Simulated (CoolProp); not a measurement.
Hydrogen chloride along the isotherm 32.15 °C: fugacity coefficient from the reference equation and from simpler models built on Tc = 51.5 °C, pc = 8314 kPa, ω = 0.130; each cubic takes its own stable root.

Values from CoolProp's reference Helmholtz-energy equation of state, Thol 2018.

```tsv
p (kPa)	phase	reference	van der Waals	Redlich-Kwong	Soave-Redlich-Kwong	Peng-Robinson
2310	gas	0.8766	0.9048	0.8888	0.8874	0.8776
4620	gas	0.7553	0.8088	0.7792	0.7762	0.7595
6930	liquid	0.5788	0.6884	0.6219	0.6086	0.5891
9240	liquid	0.4524	0.5528	0.4914	0.4805	0.4624
11500	liquid	0.3781	0.4730	0.4145	?	0.3877
13900	liquid	0.3258	0.4173	0.3605	0.3519	0.3352
16200	liquid	0.2905	0.3801	0.3239	0.3161	?
18500	liquid	0.2641	0.3529	?	0.2895	0.2730
20800	liquid	0.2438	0.3324	?	0.2691	0.2526
```

Q: What belongs in the gaps?

A: 
- 11500, Soave-Redlich-Kwong: 0.4050
- 16200, Peng-Robinson: 0.2996
- 18500, Redlich-Kwong: 0.2968
- 20800, Redlich-Kwong: 0.2759
